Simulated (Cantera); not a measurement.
Charge: 1 mol Si₂Cl₆, a varied amount of NH₃, 1.4 mol N₂, equilibrated at 1175 K and 1800 Pa.

These are equilibrium values from Cantera (NASA tables, ideal gas, pure condensed phases), not measurements of a reactor. Candidate condensed phases: NH₄Cl, Si, Si₃N₄; 28 gas species. The feed counts by its element totals alone. The tables' values for SiCl₃ are old estimates; treat these amounts as uncertain. Equilibrium is a limit: real reactors are often held back by kinetics, nucleation or transport.

log p: log10 of the partial pressure in bar; n: condensed amount in mol.

```csv
n(NH₃) (mol),log p HCl,log p H₂,log p N₂,log p SiCl₄,log p SiCl₃,log p SiHCl₃,n Si₃N₄(s)
1.1,-2.13,-2.64,-2.33,-2.45,-4.20,-4.59,0.334
1.3,-2.11,-2.57,-2.35,-2.52,-4.25,-4.60,0.356
1.5,-2.10,-2.52,-2.36,(withheld),-4.29,-4.62,0.376
1.8,-2.09,-2.45,-2.38,-2.67,-4.36,-4.65,0.403
2.1,-2.09,-2.40,-2.39,-2.75,-4.42,-4.69,0.428
2.5,-2.09,-2.34,-2.40,-2.86,-4.50,-4.74,0.458
2.9,-2.10,-2.30,-2.41,-2.97,-4.57,-4.79,0.485
3.5,-2.11,-2.25,-2.42,-3.12,-4.69,-4.88,0.519
4.1,-2.13,-2.21,-2.42,(withheld),-4.80,(withheld),0.548
4.8,-2.15,-2.17,-2.42,-3.43,-4.92,-5.08,0.575
```

Question: Fill in the missing entries.

Answer: 
- 4.1, log p SiCl₄: -3.27
- 4.1, log p SiHCl₃: -4.97
- 1.5, log p SiCl₄: -2.58
